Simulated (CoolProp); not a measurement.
Vapour-liquid equilibrium of cyclohexane (1) + n-octane (2) at 285.4 K; x and y are mole fractions of (1).

Computed with CoolProp (multi-fluid Helmholtz-energy mixture model, Zhou 2014 and Beckmüller 2019; pair parameters Bell 2016).

```json
[
 {"x": "0.05", "bubble pressure (bar)": "0.01205", "y at the bubble point": "0.307", "dew pressure at overall composition x (bar)": "0.009187", "liquid density (mol/L)": "6.314"},
 {"x": "0.15", "bubble pressure (bar)": "0.01860", "y at the bubble point": "0.598", "dew pressure at overall composition x (bar)": "0.01012", "liquid density (mol/L)": "6.542"},
 {"x": "0.25", "bubble pressure (bar)": "?", "y at the bubble point": "0.736", "dew pressure at overall composition x (bar)": "0.01127", "liquid density (mol/L)": "6.786"},
 {"x": "0.35", "bubble pressure (bar)": "0.03145", "y at the bubble point": "0.817", "dew pressure at overall composition x (bar)": "?", "liquid density (mol/L)": "7.048"},
 {"x": "0.45", "bubble pressure (bar)": "0.03770", "y at the bubble point": "0.870", "dew pressure at overall composition x (bar)": "0.01457", "liquid density (mol/L)": "?"},
 {"x": "0.55", "bubble pressure (bar)": "0.04384", "y at the bubble point": "0.908", "dew pressure at overall composition x (bar)": "0.01707", "liquid density (mol/L)": "7.631"},
 {"x": "0.65", "bubble pressure (bar)": "0.04990", "y at the bubble point": "0.936", "dew pressure at overall composition x (bar)": "0.02060", "liquid density (mol/L)": "7.957"},
 {"x": "0.75", "bubble pressure (bar)": "0.05590", "y at the bubble point": "0.959", "dew pressure at overall composition x (bar)": "0.02597", "liquid density (mol/L)": "8.311"},
 {"x": "0.85", "bubble pressure (bar)": "0.06191", "y at the bubble point": "0.977", "dew pressure at overall composition x (bar)": "0.03506", "liquid density (mol/L)": "8.695"},
 {"x": "0.95", "bubble pressure (bar)": "0.06797", "y at the bubble point": "0.993", "dew pressure at overall composition x (bar)": "0.05342", "liquid density (mol/L)": "9.114"}
]
```

**Question.** Complete the blanks.

**Answer.** 
- 0.25, bubble pressure (bar): 0.02508
- 0.35, dew pressure at overall composition x (bar): 0.01271
- 0.45, liquid density (mol/L): 7.329

No azeotrope shows between x = 0.05 and 0.95.

Pair parameters are fitted to limited data, so mixtures are less certain than the pure fluids.
